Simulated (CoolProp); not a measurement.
Vapour-liquid equilibrium of diethyl ether (1) + acetone (2) at 131.65 °C; x and y are mole fractions of (1).

The numbers come from the multi-fluid Helmholtz-energy mixture model, Thol 2014 and Lemmon 2006; pair parameters Bell 2016 in CoolProp.

```tsv
x	bubble pressure (kPa)	y at the bubble point	dew pressure at overall composition x (kPa)	liquid density (mol/L)
0.05	825.6	0.089	806.7	10.92
0.125	887.8	0.206	844.1	10.56
0.2	947.6	0.307	884.5	10.21
0.275	1004	0.395	928.1	9.874
0.35	1055	0.471	974.6	9.556
0.425	1102	0.539	1024	9.253
0.5	1143	0.601	1075	8.966
0.575	1179	0.659	1126	8.695
0.65	1210	0.714	1174	8.441
0.725	1235	0.768	1215	8.204
0.8	1255	0.824	1247	7.986
0.875	1268	0.884	1267	7.787
0.95	1273	0.950	1273	7.608
```

No azeotrope shows between x = 0.05 and 0.95.

Pair parameters are fitted to limited data, so mixtures are less certain than the pure fluids.
